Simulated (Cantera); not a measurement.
An isothermal, constant-pressure homogeneous reactor starts with CH4 : O2 : N2 = 0.0048 : 0.0043 : 1 (molar parts), at 925 K and 1.00 atm. Integrator tolerance rtol = 1e-08.

Model: GRI-Mech 3.0 (53 species, 325 reactions), integrated in Cantera. Below about 1000 K GRI-Mech 3.0 lacks low-temperature oxidation paths.

### Question
What does this change do: temperature 925 to 1600 K?

### Answer
```json
[
 {"quantity": "x(CH4) at 300 s", "before": "0.00473 (gas-phase equilibrium 2.03e-7)", "after": "1.21e-10 (gas-phase equilibrium <1e-12)"},
 {"quantity": "x(O2) at 300 s", "before": "0.00424 (gas-phase equilibrium <1e-12)", "after": "1.03e-11 (gas-phase equilibrium 1.03e-11)"},
 {"quantity": "x(H2O2) at 300 s", "before": "1.39e-9 (gas-phase equilibrium <1e-12)", "after": "<1e-12 (gas-phase equilibrium <1e-12)"},
 {"quantity": "x(HCN) at 300 s", "before": "<1e-12 (gas-phase equilibrium 3.42e-9)", "after": "5.38e-8 (gas-phase equilibrium 1.64e-9)"},
 {"quantity": "x(H2) at 300 s", "before": "7.61e-6 (gas-phase equilibrium 0.00741)", "after": "0.00637 (gas-phase equilibrium 0.00637)"}
]
```
